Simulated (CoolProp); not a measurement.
Decamethylcyclopentasiloxane (D5) along the isobar 812 kPa: Z from the reference equation and from simpler models built on Tc = 345.1 °C, pc = 1078 kPa, ω = 0.631; each cubic takes its own stable root.

Values from CoolProp's reference Helmholtz-energy equation of state, Thol 2019.

```csv
T (°C),phase,reference,van der Waals,Redlich-Kwong,Soave-Redlich-Kwong,Peng-Robinson
117.85,liquid,0.1082,0.1943,0.1335,0.1239,0.1100
150.55,liquid,0.1042,0.1861,0.1290,0.1187,0.1053
183.25,liquid,0.1014,0.1805,0.1264,0.1155,0.1022
216.05,liquid,0.09988,0.1774,0.1259,0.1142,0.1010
248.75,liquid,0.09981,0.1776,0.1281,0.1155,0.1021
281.45,liquid,0.1021,0.1837,0.1350,0.1212,0.1072
314.15,liquid,0.1102,0.6247,0.1566,0.1383,0.1228
346.85,gas,0.6524,0.7055,0.6742,0.6760,0.6509
```

At some of these states van der Waals gives the other phase, because its saturation line lies elsewhere.
